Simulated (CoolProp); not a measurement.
Vapour-liquid equilibrium of ethylene (1) + carbon dioxide (2) at 245.4 K; x and y are mole fractions of (1).

Computed with CoolProp (multi-fluid Helmholtz-energy mixture model, Smukala 2000 and Span 1996; pair parameters Bell 2016).

Task: Give the bubble pressure and the first vapour's composition at x = 0.15, 0.85, 0.95. Is there an azeotrope?

Result: x = 0.15: 1.804 MPa, y = 0.237; x = 0.85: 2.114 MPa, y = 0.841; x = 0.95: 2.082 MPa, y = 0.944. y crosses x between x = 0.65 and 0.75: the model has an azeotrope there.

Pair parameters are fitted to limited data, so mixtures are less certain than the pure fluids.
